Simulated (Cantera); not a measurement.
A closed system holds: 1 mol HMDSO, 17 mol NO, held at 0.133 bar.

Equilibrium computed with Cantera from the NASA thermochemical tables; the gas is ideal and each condensed phase is pure. Candidate condensed phases: C, C₆H₆, C₇H₈, C₈H₁₈, H₂O, Si, SiC, SiO₂, Si₂N₂O, Si₃N₄; 151 gas species. The feed counts by its element totals alone. The tables hold silica as quartz up to 1696 K and as liquid above; real silica turns to tridymite and cristobalite and melts near 1996 K. Gases not in the tables: Si(OH)₄. Equilibrium is a limit: real reactors are often held back by kinetics, nucleation or transport.

Problem. Which condensed phases are stable at each of these points (T (K)): 1725, 1775, 1825, 1875, 1925, 1975, 2025, 2075?

Solution. 
```
T (K)  condensed phases  Si condensed (%)
-----  ----------------  ----------------
1725    SiO₂(condensed)             100.0
1775    SiO₂(condensed)             100.0
1825    SiO₂(condensed)             100.0
1875    SiO₂(condensed)             100.0
1925    SiO₂(condensed)              99.9
1975    SiO₂(condensed)              99.8
2025            SiO₂(l)              99.6
2075            SiO₂(l)              99.1
```

From 1725 K to 1975 K the condensed part is SiO₂(condensed). From 2025 K to 2075 K the condensed part is SiO₂(l).
